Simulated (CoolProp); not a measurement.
Vapour pressure (MPa) of octamethylcyclotetrasiloxane (D4): the reference equation beside estimates from Tc = 586.5 K, pc = 1.347 MPa, ω = 0.598.

Model: reference Helmholtz-energy equation of state, Thol 2015, in CoolProp.

```tsv
T (K)	reference	Lee-Kesler	van der Waals	Redlich-Kwong	Peng-Robinson
298.9	0.0001421	0.0001635	0.04255	0.003949	0.0001922
311.6	0.0003461	0.0003831	0.05585	0.006793	0.0004388
324.4	0.0007752	0.0008323	0.07196	0.01112	0.0009319
337.2	0.001603	0.001683	0.09107	0.01737	0.001846
350	0.003093	0.003192	0.1134	0.02606	0.003442
362.7	0.005590	0.005699	0.1390	0.03763	0.006053
375.5	0.009622	0.009728	0.1685	0.05286	0.01020
388.3	0.01580	0.01588	0.2020	0.07227	0.01647
401.1	0.02489	0.02493	0.2396	0.09648	0.02562
413.8	0.03767	0.03766	0.2811	0.1259	0.03841
426.6	0.05538	0.05530	0.3275	0.1615	0.05610
439.4	0.07910	0.07894	0.3785	0.2038	0.07979
452.2	0.1101	0.1099	0.4345	0.2533	0.1108
464.9	0.1495	0.1492	0.4949	0.3102	0.1503
477.7	0.1994	0.1991	0.5609	0.3759	0.2005
```

Absolute difference from the reference over all 15 rows, mean and median: Lee-Kesler 3.1 and 0.5 %, van der Waals 4834.2 and 1178.5 %, Redlich-Kwong 678.6 and 357.4 %, Peng-Robinson 9.1 and 4.2 %.
